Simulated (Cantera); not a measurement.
**Low-pressure radical oxidation in H2/O2**

A perfectly stirred reactor is fed with 6.25 % H₂, 93.8 % O₂, at 2670 Pa; it is held at 1250 K, and followed from long to short residence time.

Cantera simulation using the H2/O2 subset of GRI-Mech 3.0, which has no nitrogen chemistry; the numbers are that mechanism's predictions, not measurements. Radical loss at walls, strong at low pressure, is not modelled. The temperature is held fixed by assumption; the heat of reaction is taken as removed at once.

```
τ (s)        x H₂   x O₂      x OH       x H    x HO₂       x O
-------  --------  -----  --------  --------  -------  --------
12        2.58e-5  0.935  0.000446   6.96e-6  6.23e-7  0.000300
4.0       5.16e-5  0.935  0.000644   2.09e-5  1.07e-6  0.000623
1.4       9.90e-5  0.934  0.000913   5.93e-5  1.70e-6   0.00125
0.47     0.000192  0.932   0.00131  0.000173  2.59e-6   0.00253
0.16     0.000366  0.930   0.00185  0.000482  3.69e-6   0.00497
0.055    0.000680  0.925   0.00258   0.00126  4.88e-6   0.00928
0.019     0.00124  0.917   0.00348   0.00295  5.98e-6    0.0159
0.0065    0.00227  0.908   0.00451   0.00579  6.83e-6    0.0237
0.0022    0.00439  0.901   0.00565   0.00903  7.37e-6    0.0287
0.00077   0.00908  0.900   0.00685    0.0112  7.58e-6    0.0279
```
x: mole fraction; the columns are a selection and need not sum to one.
